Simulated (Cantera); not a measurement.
A perfectly stirred reactor is fed with H₂ : O₂ : N₂ = 1.3 : 1 : 5.2 (molar parts), equivalence ratio 0.65, at 88000 Pa; it is held at 800 K, and followed from long to short residence time.

Cantera simulation using GRI-Mech 3.0 (53 species, 325 reactions); the numbers are that mechanism's predictions, not measurements. Below about 950 K walls govern HO2 and H2O2 in real vessels. The temperature is held fixed by assumption; the heat of reaction is taken as removed at once.

**Question.** What does this change do: temperature 800 to 1173 K?

**Answer.** 
| quantity | before | after |
|---|---|---|
| x(H₂) at τ = 0.380 s | 0.173 | 0.000391 |
| x(O₂) at τ = 0.380 s | 0.133 | 0.0512 |
| x(H) at τ = 0.380 s | 2.95e-12 | 4.52e-6 |
| x(N₂O) at τ = 0.380 s | <1e-12 | 5.55e-7 |
| x(NO) at τ = 0.380 s | <1e-12 | 1.17e-7 |
| x(H₂) at τ = 15.0 ms | 0.173 | 0.00265 |
| x(O₂) at τ = 15.0 ms | 0.133 | 0.0522 |
| x(H) at τ = 15.0 ms | <1e-12 | 0.000110 |
| x(N₂O) at τ = 15.0 ms | <1e-12 | 2.82e-7 |
| x(NO) at τ = 15.0 ms | <1e-12 | 2.04e-7 |
